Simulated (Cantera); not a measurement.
## Thermodynamics of chemical vapour transport, feed Fe₃O₄ + Cl₂

Feed: 1 mol Fe₃O₄, 0.22 mol Cl₂, held at 120 Torr.

Method: chemical equilibrium by Gibbs-energy minimisation in Cantera with the NASA 1993 tables (ideal gas, pure condensed phases). Candidate condensed phases: Fe, FeCl₂, FeCl₃, FeO, Fe₂O₃, Fe₃O₄; 13 gas species. Mutual solubility and eutectic melting of coexisting phases are not modelled. Equilibrium is a limit: real reactors are often held back by kinetics, nucleation or transport.

```csv
T (K),x FeCl₂,x FeCl₃,x O₂,x Fe₂Cl₄,x Cl₂,x Cl,x Fe₂Cl₆,n Fe₂O₃(s),n Fe₃O₄(s)
1073,0.373,0.519,1.01e-8,0.0790,0.000934,8.21e-5,0.0279,0.698,0.476
1123,0.439,0.492,1.08e-7,0.0537,0.00183,0.000214,0.0129,0.707,0.470
1173,0.499,0.455,9.30e-7,0.0363,0.00331,0.000510,0.00597,0.716,0.463
1223,0.552,0.414,6.70e-6,0.0246,0.00562,0.00112,0.00283,0.726,0.455
1273,0.599,0.372,4.12e-5,0.0168,0.00904,0.00231,0.00137,0.736,0.448
1323,0.638,0.331,0.000220,0.0115,0.0139,0.00447,0.000681,0.743,0.442
1373,0.669,0.293,0.00104,0.00797,0.0204,0.00822,0.000346,0.748,0.439
1423,0.690,0.256,0.00437,0.00551,0.0290,0.0144,0.000178,0.746,0.440
1473,0.697,0.219,0.0167,0.00376,0.0393,0.0241,9.03e-5,0.729,0.452
1523,0.673,0.178,0.0584,0.00241,0.0502,0.0381,4.23e-5,0.667,0.494
1573,0.577,0.122,0.188,0.00125,0.0559,0.0552,1.45e-5,0.436,0.648
```
x: gas mole fraction; n: condensed amount in mol.

From 1073 K to 1573 K the condensed part is Fe₂O₃(s) + Fe₃O₄(s). The main Fe-bearing gas is FeCl₃ at 1073 K and FeCl₂ at 1573 K.
